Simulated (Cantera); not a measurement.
Cantera run:

```python
import numpy as np
import cantera as ct

gas_names = [...]  # 109 gases of nasa_gas.yaml made of C, Cl, H, Si
cond_names = """
    C(gr) C6H6(L) C7H8(L) C8H18(L),n-octa Si(cr) Si(L) SiC(b)
""".split()


# ... load() reads the species with a 1 bar reference pressure and builds the phases ...
atoms = {
    'SiH2Cl2': {'Si': 1, 'H': 2, 'CL': 2},
    'C2H4': {'C': 2, 'H': 4},
    'H2': {'H': 2},
}
top_T = {'C(gr)': 4500, 'SiC(b)': 3050}  # K; cautious upper limits of use, not melting points


# ... equilibrate(T, P, feed) seeds the gas with the atoms and calls Mixture.equilibrate('TP', solver="vcs", rtol=1e-11, max_steps=5000) ...
results = []
feed = {'SiH2Cl2': 1, 'C2H4': 0.11, 'H2': 2.1}  # mol
T = 1873.15  # K
P = 17000  # Pa
mix = equilibrate(T, P, feed)
results.append((T, P, feed, dict(zip(mix.species_names, mix.species_moles))))
print(gas.report(threshold=0.001))
for i in range(1, mix.n_phases):
    print(f"{mix.phase(i).name:16s} {mix.phase_moles(i):12.5e} mol")
```

Output:

```
       temperature   1873.2 K
          pressure   17000 Pa
           density   0.023912 kg/m^3
  mean mol. weight   21.906 kg/kmol
   phase of matter   gas

                          1 kg             1 kmol
                     ---------------   ---------------
          enthalpy        6.4008e+05        1.4022e+07  J
   internal energy            -70862       -1.5523e+06  J
           entropy             11260        2.4667e+05  J/K
    Gibbs function       -2.0452e+07       -4.4802e+08  J
 heat capacity c_p            1712.5             37514  J/K
 heat capacity c_v            1332.9             29200  J/K

                      mass frac. Y      mole frac. X     chem. pot. / RT
                     ---------------   ---------------   ---------------
                 H        5.9418e-05         0.0012913           -10.716
               HCL            0.2999            0.1802            -35.51
                H2          0.062479           0.67892           -21.433
             SiCL2           0.60538           0.13398           -55.093
             SiCL3          0.027494         0.0044801           -79.887
     [ +104 minor]         0.0046859         0.0011344

C(gr)             0.00000e+00 mol
Si(L)             1.79163e-01 mol
SiC(b)            2.19987e-01 mol
```

These are equilibrium values from Cantera (NASA tables, ideal gas, pure condensed phases), not measurements of a reactor. Mutual solubility and eutectic melting of coexisting phases are not modelled. The tables' values for SiCl3, SiCl are old estimates; treat these amounts as uncertain. Gases not in the tables: Si2H6 and higher silanes.
